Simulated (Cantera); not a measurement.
A freely propagating, adiabatic, planar premixed flame of CH3OH : O2 : N2 = 1 : 1.25 : 5 (molar parts), equivalence ratio 1.2, unburnt at 425 K and 1.01 bar; mixture-averaged transport, grid criteria slope 0.08 and curve 0.16, no radiation.

Computed with Cantera and GRI-Mech 3.0 (53 species, 325 reactions). GRI-Mech 3.0 was tuned for natural gas; its chemistry of methanol as a main component is partial and can be far from experiment. Burning velocities carry a grid error of a few per cent, more on coarse grids.

Q: What does this change do: CH3OH 1 to 0.78 parts?

A: 
```tsv
quantity	before	after
laminar burning velocity	81.5 cm/s	60.8 cm/s
thermal thickness	0.268 mm	0.350 mm
peak x(H2O2)	0.00156	0.00127
peak x(H)	0.0129	0.00672
peak x(C2H)	<1e-8	<1e-8
```

Q: What does this change do: inlet temperature 425 to 500 K?

A: 
```
quantity                     before     after
------------------------  ---------  --------
laminar burning velocity  81.5 cm/s  107 cm/s
thermal thickness          0.268 mm  0.254 mm
peak x(H2O2)                0.00156   0.00158
peak x(H)                    0.0129    0.0138
peak x(C2H)                   <1e-8     <1e-8
```

Q: What does this change do: inlet temperature 425 to 300 K?

A: 
```
quantity                     before      after
------------------------  ---------  ---------
laminar burning velocity  81.5 cm/s  47.5 cm/s
thermal thickness          0.268 mm   0.299 mm
peak x(H2O2)                0.00156    0.00151
peak x(H)                    0.0129     0.0115
peak x(C2H)                   <1e-8      <1e-8
```
